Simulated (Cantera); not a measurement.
Transport properties of process gases

Gas mixture: 100 % O2, at 0.00553 atm, frozen composition.

Cantera's kinetic-theory transport with the Lennard-Jones parameters of GRI-Mech 3.0, ideal gas; thermal conductivity in the mixture-averaged form.

```csv
T (K),ρ (kg/m³),cp (J/kg/K),μ (µPa s),λ (mW/m/K),Pr,D (cm²/s) H2O,D (cm²/s) O,D (cm²/s) N2
400,0.00539,941.4,25.6,33.9,0.713,72.3,98.3,62.5
600,0.00359,1003,34.1,48.2,0.709,154,196,125
800,0.00269,1055,41.4,61.4,0.710,259,318,203
1000,0.00216,1090,47.9,73.6,0.710,383,461,295
1200,0.00180,1114,54.0,84.9,0.708,526,625,399
1400,0.00154,1134,59.7,95.7,0.707,684,807,516
1600,0.00135,1151,65.1,106,0.707,858,1010,644
```
D: mixture-averaged diffusion coefficient of that species in the mixture.
